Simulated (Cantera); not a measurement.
Input (Python, Cantera) and output of one run.

```python
import numpy as np
import cantera as ct

gas_names = """
    B BH BH2 BH3 BN B2 H H2 N NH NH2 NH3 N2 N2H2 N2H4
""".split()
cond_names = """
    B(b) B(L) BN(s)
""".split()


# ... load() reads the species with a 1 bar reference pressure and builds the phases ...
atoms = {
    'B': {'B': 1},
    'NH3': {'N': 1, 'H': 3},
    'H2': {'H': 2},
}
top_T = {'BN(s)': 3200}  # K; cautious upper limits of use, not melting points


# ... equilibrate(T, P, feed) seeds the gas with the atoms and calls Mixture.equilibrate('TP', solver="vcs", rtol=1e-11, max_steps=5000) ...
results = []
feed = {'B': 1, 'NH3': 0.11, 'H2': 10}  # mol
T = 2150  # K
P = 12000  # Pa
mix = equilibrate(T, P, feed)
results.append((T, P, feed, dict(zip(mix.species_names, mix.species_moles))))
print(gas.report(threshold=0.0001))
for i in range(1, mix.n_phases):
    print(f"{mix.phase(i).name:16s} {mix.phase_moles(i):12.5e} mol")
```

Output:

```
       temperature   2150 K
          pressure   12000 Pa
           density   0.0014462 kg/m^3
  mean mol. weight   2.1543 kg/kmol
   phase of matter   gas

                          1 kg             1 kmol
                     ---------------   ---------------
          enthalpy         2.823e+07        6.0815e+07  J
   internal energy        1.9932e+07        4.2939e+07  J
           entropy             97234        2.0947e+05  J/K
    Gibbs function       -1.8082e+08       -3.8955e+08  J
 heat capacity c_p             16038             34552  J/K
 heat capacity c_v             12179             26237  J/K

                      mass frac. Y      mole frac. X     chem. pot. / RT
                     ---------------   ---------------   ---------------
               BH2         0.0060839         0.0010219           -25.277
                 H         0.0056438          0.012062           -10.926
                H2           0.91852           0.98153           -21.852
                N2          0.069556         0.0053489           -34.538
     [  +11 minor]        0.00020062        3.4281e-05

B(b)              9.89142e-01 mol
BN(s)             0.00000e+00 mol
```

Method: chemical equilibrium by Gibbs-energy minimisation in Cantera with the NASA 1993 tables (ideal gas, pure condensed phases). The tables' values for BH2 are old estimates; treat these amounts as uncertain. Gases not in the tables: B2H6 and higher boranes.
